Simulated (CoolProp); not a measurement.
Vapour-liquid equilibrium of methane (1) + ethylene (2) at 478 kPa; x and y are mole fractions of (1).

Model: multi-fluid Helmholtz-energy mixture model, Setzmann 1991 and Smukala 2000; pair parameters Bell 2016, in CoolProp.

Give the bubble temperature and the first vapour's composition at x = 0.05, 0.575, 0.725. Is there an azeotrope?

x = 0.05: -84.4 °C, y = 0.419; x = 0.575: -130.1 °C, y = 0.979; x = 0.725: -133.4 °C, y = 0.988. No azeotrope shows between x = 0.05 and 0.95.

Pair parameters are fitted to limited data, so mixtures are less certain than the pure fluids. The gap from Raoult's law changes sign with composition, which may be real or a fault of the pair parameters; it wasn't checked against measurements.
